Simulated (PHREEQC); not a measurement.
PHREEQC input (ion-association model, phreeqc.dat):

```
SOLUTION_MASTER_SPECIES
  Amm  AmmH+  0  AmmH  17.031  # ammonia with no redox link, constants of NH4+
SOLUTION_SPECIES
  AmmH+ = AmmH+
    -log_k 0
    -gamma 2.5 0
    -dw 1.98e-9
  AmmH+ = Amm + H+
    -log_k -9.252
    -delta_h 12.48 kcal
    -analytic 0.6322 -0.001225 -2835.76
    -dw 2.28e-9
  AmmH+ + SO4-2 = AmmHSO4-
    -log_k 1.11
PHASES
  Amm(g)
    Amm = Amm
    -log_k 1.7966
    -analytic -18.758 3.3670e-4 2.5113e3 4.8619 39.192
    -T_c 405.6
    -P_c 111.3
    -Omega 0.25
EXCHANGE_SPECIES
  AmmH+ + X- = AmmHX
    -log_k 0.6
    -gamma 2.5 0
    -delta_h -2.4
SOLUTION 0
  temp 25
  units mmol/kgw
  pH 7 charge
  Cl 123.01
  Na 95
  Mg 14
  O(0) 1 O2(g) -0.68
SOLUTION 1-40
  temp 25
  units mmol/kgw
  pH 7 charge
  S(6) 10.08
  Amm 19
  Mg 0.58
  Cl 0.01
  O(0) 1 O2(g) -0.68
END
EXCHANGE 1-40
  X 0.24
  -equilibrate 1
END
SELECTED_OUTPUT 1
  -reset false
  -pH true
  -pe true
  -ionic_strength true
  -water true
  -step true
  -totals Amm Cl Mg Na S S(-2) S(6)
  -molalities AmmHX NaX MgX2
  -saturation_indices Halite
PRINT
  -reset false
TRANSPORT
  -cells 40
  -shifts 240
  -lengths 0.0125
  -time_step 60
  -dispersivities 0.025
  -boundary_conditions flux flux
  -correct_disp true
  -punch_cells 40
  -punch_frequency 8
END
# ... the last block is repeated for the other 30 points of pore volumes
```

Selected output (columns that matter, 19 of 31 rows; pore volumes added in front):

```
pore volumes	pH	mu	Amm	Cl	Mg	Na	S	m_NaX	m_MgX2	si_Halite
0	5.173	0.027786	0.019	1e-05	0.00058	0	0.01008	0	0.022358	-1000
0.4125	5.1719	0.028001	0.01923	0.00031613	0.00059282	9.2134e-13	0.010055	2.4336e-12	0.022358	-17.254
0.6125	5.1421	0.034382	0.025819	0.0091897	0.0010077	7.8233e-07	0.0093277	1.5307e-06	0.022361	-9.8716
1.0125	5.0197	0.085064	0.064089	0.071005	0.0050929	0.0052446	0.0042619	0.0039749	0.022119	-5.2103
1.4125	4.9905	0.11872	0.0707	0.11047	0.0061396	0.029537	0.0010276	0.018925	0.020525	-4.2899
1.6125	4.9921	0.12399	0.065925	0.11758	0.0054753	0.041585	0.00044485	0.027468	0.019656	-4.1172
2.0125	5.0028	0.12635	0.054509	0.12212	0.0040679	0.059612	7.2848e-05	0.043864	0.018243	-3.9455
2.4125	5.0141	0.12602	0.045096	0.12288	0.0031136	0.071568	1.0748e-05	0.058555	0.017284	-3.8632
2.6125	5.019	0.12576	0.04129	0.12296	0.002785	0.076099	4.0344e-06	0.065215	0.016962	-3.8361
3.0125	5.0275	0.12534	0.035081	0.123	0.0023332	0.083247	5.5231e-07	0.077201	0.016643	-3.7967
3.4125	5.0345	0.12509	0.030253	0.12301	0.0020844	0.088578	7.3756e-08	0.087434	0.016844	-3.7696
3.6125	5.0375	0.12503	0.028214	0.12301	0.0020245	0.090737	2.679e-08	0.091865	0.017211	-3.7591
4.0125	5.0431	0.12505	0.024668	0.12301	0.0020423	0.094247	3.506e-09	0.099166	0.018753	-3.7426
4.4125	5.048	0.12531	0.021581	0.12301	0.0023018	0.096815	4.5549e-10	0.10387	0.021976	-3.7311
4.6125	5.0505	0.12557	0.020118	0.12301	0.0025605	0.097761	1.6387e-10	0.10499	0.024496	-3.727
5.0125	5.0556	0.12645	0.017182	0.12301	0.0034348	0.098949	2.1157e-11	0.1044	0.031714	-3.7223
5.4125	5.0612	0.12785	0.014115	0.12301	0.004845	0.099195	2.7251e-12	0.10052	0.041267	-3.7221
5.6125	5.0641	0.12872	0.012556	0.12301	0.0057123	0.099019	9.7746e-13	0.097917	0.046328	-3.7233
6.0125	5.0699	0.13057	0.0095654	0.12301	0.0075575	0.09832	1.2565e-13	0.092689	0.055707	-3.7275
```
